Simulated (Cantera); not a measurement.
What does this Cantera script print?

```python
import numpy as np
import cantera as ct

gas_names = [...]  # 87 gases of nasa_gas.yaml made of C, H, Si
cond_names = """
    C(gr) C6H6(L) C7H8(L) C8H18(L),n-octa Si(cr) Si(L) SiC(b)
""".split()


# ... load() reads the species with a 1 bar reference pressure and builds the phases ...
atoms = {
    'Si(CH3)4': {'Si': 1, 'C': 4, 'H': 12},
    'CH4': {'C': 1, 'H': 4},
    'H2': {'H': 2},
}
top_T = {'C(gr)': 4500, 'SiC(b)': 3050}  # K; cautious upper limits of use, not melting points


# ... equilibrate(T, P, feed) seeds the gas with the atoms and calls Mixture.equilibrate('TP', solver="vcs", rtol=1e-11, max_steps=5000) ...
results = []
feed = {'Si(CH3)4': 1, 'CH4': 0.013, 'H2': 1900}  # mol
P = 13332.2  # Pa
for T in [1950, 2025, 2100, 2175, 2250, 2325, 2400]:
    mix = equilibrate(T, P, feed)
    results.append((T, P, feed, dict(zip(mix.species_names, mix.species_moles))))
    x = sorted(zip(gas.X, gas.species_names), reverse=True)
    print(f"T = {T:g} K  P = {P:g} Pa  gas = {mix.phase_moles(0):.4g} mol")
    print("   x: " + "  ".join(f"{s} {v:.3e}" for v, s in x if v > 1e-06))
    print("   condensed (mol): " + ("  ".join(f"{mix.phase(i).name} {mix.phase_moles(i):.4g}"
          for i in range(1, mix.n_phases) if mix.phase_moles(i) > 1e-12) or "none"))
```

Result:

```
T = 1950 K  P = 13332.2 Pa  gas = 1909 mol
   x: H2 9.962e-01  H 3.134e-03  C2H2,acetylene 5.445e-04  CH4 6.438e-05  Si 8.101e-06  CH3 4.034e-06  SiH2 3.583e-06  SiH 2.259e-06
   condensed (mol): C(gr) 0.8263  SiC(b) 0.9722
T = 2025 K  P = 13332.2 Pa  gas = 1911 mol
   x: H2 9.939e-01  H 5.255e-03  C2H2,acetylene 7.812e-04  CH4 4.879e-05  Si 2.815e-05  SiH2 7.827e-06  SiH 6.559e-06  CH3 5.087e-06  SiC2 1.135e-06
   condensed (mol): SiC(b) 0.9132
T = 2100 K  P = 13332.2 Pa  gas = 1914 mol
   x: H2 9.905e-01  H 8.492e-03  C2H2,acetylene 8.369e-04  Si 1.020e-04  CH4 3.300e-05  SiH 2.011e-05  SiH2 1.842e-05  CH3 5.516e-06  Si2C 4.173e-06  SiC2 3.845e-06
   condensed (mol): SiC(b) 0.707
T = 2175 K  P = 13332.2 Pa  gas = 1919 mol
   x: H2 9.853e-01  H 1.327e-02  C2H2,acetylene 9.787e-04  Si 3.223e-04  SiH 5.430e-05  SiH2 3.886e-05  CH4 2.397e-05  Si2C 1.734e-05  SiC2 1.252e-05  CH3 6.214e-06
   condensed (mol): SiC(b) 0.109
T = 2250 K  P = 13332.2 Pa  gas = 1926 mol
   x: H2 9.783e-01  H 2.012e-02  C2H2,acetylene 1.008e-03  Si 3.929e-04  SiH 5.709e-05  SiH2 3.243e-05  CH4 1.675e-05  SiC2 1.399e-05  Si2C 1.073e-05  CH3 6.537e-06
   condensed (mol): none
T = 2325 K  P = 13332.2 Pa  gas = 1936 mol
   x: H2 9.688e-01  H 2.966e-02  C2H2,acetylene 1.008e-03  Si 4.155e-04  SiH 5.248e-05  SiH2 2.399e-05  SiC2 1.330e-05  CH4 1.178e-05  CH3 6.738e-06  Si2C 5.222e-06  C2H 1.484e-06
   condensed (mol): none
T = 2400 K  P = 13332.2 Pa  gas = 1948 mol
   x: H2 9.559e-01  H 4.259e-02  C2H2,acetylene 1.004e-03  Si 4.299e-04  SiH 4.750e-05  SiH2 1.768e-05  SiC2 1.243e-05  CH4 8.402e-06  CH3 6.886e-06  C2H 2.573e-06  Si2C 2.560e-06
   condensed (mol): none
```

Cantera equilibrium calculation (NASA polynomials, part measured and part estimated; ideal gas, pure solids and liquids). Gases not in the tables: Si2H6 and higher silanes.
